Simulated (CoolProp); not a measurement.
Sulfur dioxide at several states: Z from the reference equation and from simpler models built on Tc = 430.6 K, pc = 7.887 MPa, ω = 0.256; each cubic takes its own stable root.

The numbers come from the reference Helmholtz-energy equation of state, Gao 2016 in CoolProp.

```csv
T (K),p (MPa),phase,reference,Redlich-Kwong,Peng-Robinson
330,0.335,gas,0.9609,?,0.9638
380.3,0.0109,gas,0.9993,0.9993,0.9992
243.6,0.377,liquid,0.007884,0.009069,?
377.5,16.8,liquid,0.2919,?,0.2923
521.2,0.299,gas,0.9934,0.9926,0.9923
212.9,0.499,liquid,0.01136,?,0.01141
```

Question: Some entries are withheld; supply them.

Answer: 
- 330, Redlich-Kwong: 0.9687
- 243.6, Peng-Robinson: 0.007833
- 377.5, Redlich-Kwong: 0.3387
- 212.9, Redlich-Kwong: 0.01310
